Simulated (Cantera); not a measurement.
An adiabatic, constant-pressure homogeneous reactor starts with 2.29 % CH₄, 0.688 % C₂H₆, 0.0757 % C₃H₈, 7.46 % O₂, 89.5 % N₂, at 1198 K and 5.00 bar.

Cantera simulation using GRI-Mech 3.0 (53 species, 325 reactions); the numbers are that mechanism's predictions, not measurements.

x: mole fraction; the columns are a selection and need not sum to one.

```csv
t (s),T (K),x CH₄,x C₂H₆,x C₃H₈,x O,x NO,x H,x CH₂O
5.00e-6,1198,0.0229,0.00688,0.000757,8.08e-11,<1e-12,4.19e-10,6.23e-10
1.44e-5,1198,0.0229,0.00688,0.000757,1.33e-10,<1e-12,6.02e-10,5.33e-9
4.16e-5,1198,0.0229,0.00688,0.000757,2.84e-10,<1e-12,1.17e-9,4.77e-8
0.000120,1198,0.0229,0.00688,0.000756,8.74e-10,<1e-12,(withheld),(withheld)
0.000347,1198,0.0229,0.00686,0.000754,4.92e-9,<1e-12,2.66e-8,8.94e-6
0.00100,1202,0.0224,(withheld),(withheld),(withheld),<1e-12,(withheld),(withheld)
0.00289,1982,<1e-12,<1e-12,<1e-12,4.32e-5,2.06e-5,6.82e-5,2.85e-12
0.00833,1994,<1e-12,<1e-12,<1e-12,1.25e-5,2.49e-5,1.53e-5,<1e-12
0.0240,1996,<1e-12,<1e-12,<1e-12,9.95e-6,3.09e-5,1.14e-5,<1e-12
0.0693,1996,<1e-12,<1e-12,<1e-12,9.87e-6,4.71e-5,1.14e-5,<1e-12
0.200,1996,<1e-12,<1e-12,<1e-12,9.78e-6,9.17e-5,1.14e-5,<1e-12
```

Q: Some entries are withheld; supply them.

A: 
- 0.000120, x H: 3.98e-9
- 0.000120, x CH₂O: 5.25e-7
- 0.00100, x C₂H₆: 0.00615
- 0.00100, x C₃H₈: 0.000668
- 0.00100, x O: 1.35e-7
- 0.00100, x H: 7.78e-7
- 0.00100, x CH₂O: 0.000456
